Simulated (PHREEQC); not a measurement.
# Acid rinse or clean: speciation

Dissolve 0.18 mol/kgw H2SO4 and 0.00462 mol/kgw AlCl3 at 25 °C. Closed to the air; pH follows from the charge balance.

All values are PHREEQC results (ion-association model, phreeqc.dat), not measurements.

No solid was allowed to form.

Estimate the pH, activity of water.

pH 0.78; activity of water 0.993.

In which forms is Al present?

AlSO4+ 65 %, Al+3 18 %, Al(SO4)2- 14 %, AlHSO4+2 2.3 % of the Al.

Species that the database lacks are ignored.
